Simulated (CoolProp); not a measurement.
Octamethyltrisiloxane (MDM) at several states: fugacity coefficient from the reference equation and from simpler models built on Tc = 565.4 K, pc = 1438 kPa, ω = 0.528; each cubic takes its own stable root.

Computed with CoolProp (reference Helmholtz-energy equation of state, Thol 2017).

| T (K) | p (kPa) | phase | reference | Redlich-Kwong | Soave-Redlich-Kwong | Peng-Robinson |
|---|---|---|---|---|---|---|
| 422.1 | 4800 | liquid | 0.02850 | 0.06595 | 0.02960 | ? |
| 224.5 | 32.9 | liquid | 1.528e-5 | ? | 2.274e-5 | 3.177e-5 |
| 260.1 | 6730 | liquid | 9.044e-6 | 0.0003854 | 1.223e-5 | 1.352e-5 |
| 344 | 3040 | liquid | ? | 0.01580 | 0.002867 | 0.002900 |
| 330.9 | 92.1 | liquid | ? | 0.2415 | 0.03637 | 0.03882 |
| 225.6 | 2720 | liquid | 3.128e-7 | 4.447e-5 | 4.893e-7 | 6.489e-7 |

Problem. Some entries are withheld; supply them.

Solution. 
- 422.1, Peng-Robinson: 0.02789
- 224.5, Redlich-Kwong: 0.002120
- 344, reference: 0.002746
- 330.9, reference: 0.03556
